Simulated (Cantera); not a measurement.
# Thermodynamics of silicon etching in halogen gases, feed Si + F2 + N2

Input: 1 mol Si, 0.55 mol F2, 19 mol N2, equilibrated at 1348.15 K and 1.00 bar.

Equilibrium computed with Cantera from the NASA thermochemical tables; the gas is ideal and each condensed phase is pure. Candidate condensed phases: Si, Si3N4; 16 gas species. N2 is the only nitrogen source here; it is nearly inert below about 1500 K, so the nitride shown seldom forms there in practice. The tables' values for SiF3 are old estimates; treat these amounts as uncertain. Kinetics and transport are ignored.

```
Quantity                             Result
--------------------------------  ---------
x(N2)                                 0.985
x(SiF4)                              0.0145
x(SiF3)                            0.000133
n(Si3N4(s))                       0.241 mol
gas amount                        18.79 mol
log10 activity of Si(s) (absent)      -3.84
```
